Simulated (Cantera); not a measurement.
**Premixed flame**

A freely propagating, adiabatic, planar premixed flame of CH4 : CO : O2 : N2 : H2O = 1 : 0.043 : 2.66 : 7.45 : 0.43 (molar parts), unburnt at 450 K and 16000 Pa; mixture-averaged transport, grid criteria slope 0.08 and curve 0.16, no radiation.

Cantera simulation using GRI-Mech 3.0 (53 species, 325 reactions); the numbers are that mechanism's predictions, not measurements. Burning velocities carry a grid error of a few per cent, more on coarse grids.

| z (mm) | T (K) | u (m/s) | x CH4 | x CO | x O2 | x NO | x H2 | x N2O |
|---|---|---|---|---|---|---|---|---|
| -4.97 | 450 | 1.24 | 0.0863 | 0.00371 | 0.230 | <1e-8 | 0.000318 | <1e-8 |
| -3.31 | 450 | 1.25 | 0.0862 | 0.00371 | 0.229 | <1e-8 | 0.00125 | <1e-8 |
| -2.48 | 452 | 1.25 | 0.0859 | 0.00374 | 0.229 | <1e-8 | 0.00274 | <1e-8 |
| -1.66 | 481 | 1.34 | 0.0840 | 0.00427 | 0.226 | 1.12e-8 | 0.00651 | <1e-8 |
| -0.828 | 810 | 2.29 | 0.0648 | 0.0140 | 0.202 | 2.41e-7 | 0.0144 | <1e-8 |
| -0.414 | 1206 | 3.44 | 0.0375 | 0.0311 | 0.163 | 7.02e-7 | 0.0186 | <1e-8 |
| 0 | 1586 | 4.57 | 0.0103 | 0.0488 | 0.115 | 1.62e-6 | 0.0190 | 1.10e-8 |
| 0.414 | 1742 | 5.03 | 0.00112 | 0.0488 | 0.0860 | 2.74e-6 | 0.0148 | 2.03e-8 |
| 0.828 | 1779 | 5.13 | 7.14e-5 | 0.0402 | 0.0748 | 3.54e-6 | 0.0122 | 2.71e-8 |
| 1.66 | 1812 | 5.19 | 2.57e-7 | 0.0282 | 0.0681 | 4.57e-6 | 0.0116 | 3.11e-8 |
| 3.31 | 1855 | 5.29 | <1e-8 | 0.0206 | 0.0649 | 6.30e-6 | 0.0116 | 3.20e-8 |
| 6.62 | 1913 | 5.43 | <1e-8 | 0.0176 | 0.0630 | 9.67e-6 | 0.0106 | 3.47e-8 |
| 13.2 | 1987 | 5.61 | <1e-8 | 0.0154 | 0.0612 | 1.67e-5 | 0.00865 | 4.07e-8 |
x: mole fraction of selected species; z is measured from the peak of heat release.

```
Item                         Value
------------------------  --------
laminar burning velocity  124 cm/s
thermal thickness          1.66 mm
peak x(H2)                  0.0196
grid points                    152
```
